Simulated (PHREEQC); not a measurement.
Solution A (0.043 mol/kgw Cs2CO3) is mixed with solution B (0.23 mol/kgw NaHSO4 and 8.3e-05 mol/kgw KOH) at 25 °C; shares are by mass of water, 1 kg in all. O2 is buffered at 0.21 atm. The system is closed to CO2. The run lets Mirabilite, Nahcolite, Natron precipitate or redissolve, and no other solid.

Computed with PHREEQC (ion-association model, wateq4f.dat).

```tsv
share of solution B	pH	CO3-2 (mol/kgw)	HCO3- (mol/kgw)	CO2 (mol/kgw)	HSO4- (mol/kgw)	SO4-2 (mol/kgw)	KSO4- (mol/kgw)
0	11.24	0.0407	0.00232	2.28e-8	0	0	0
0.05	10.36	0.0273	0.0118	8.71e-7	2.17e-11	0.0113	1.06e-7
0.15	8.71	0.00180	?	0.000111	2.75e-9	0.0328	8.54e-7
0.2	6.51	7.68e-6	0.0225	0.0116	5.59e-7	0.0430	1.41e-6
0.25	5.65	3.37e-7	0.00691	0.0252	4.81e-6	0.0531	2.07e-6
0.35	?	4.04e-14	2.49e-6	0.0279	0.0159	0.0583	2.99e-6
0.4	1.94	?	1.41e-6	0.0258	0.0260	?	3.37e-6
0.45	1.80	0	9.32e-7	0.0236	0.0360	0.0595	3.75e-6
0.55	1.60	0	4.93e-7	?	0.0560	0.0608	4.50e-6
0.6	1.53	0	3.74e-7	0.0172	0.0660	0.0616	?
0.65	1.47	0	2.86e-7	0.0150	0.0759	0.0623	5.24e-6
0.75	1.37	0	1.63e-7	0.0107	0.0958	0.0638	5.97e-6
0.8	1.32	0	?	0.00860	0.106	0.0646	6.34e-6
0.85	1.28	0	8.22e-8	0.00645	0.116	0.0653	6.70e-6
0.95	1.21	0	?	0.00215	0.136	0.0668	7.43e-6
1	1.18	0	0	0	0.145	0.0676	7.79e-6
```

Some entries are withheld; supply them.


- 0.15, HCO3- (mol/kgw): 0.0339
- 0.35, pH: 2.16
- 0.4, CO3-2 (mol/kgw): 1.40e-14
- 0.4, SO4-2 (mol/kgw): 0.0588
- 0.55, CO2 (mol/kgw): 0.0193
- 0.6, KSO4- (mol/kgw): 4.87e-6
- 0.8, HCO3- (mol/kgw): 1.19e-7
- 0.95, HCO3- (mol/kgw): 2.37e-8

Species that the database lacks are ignored.
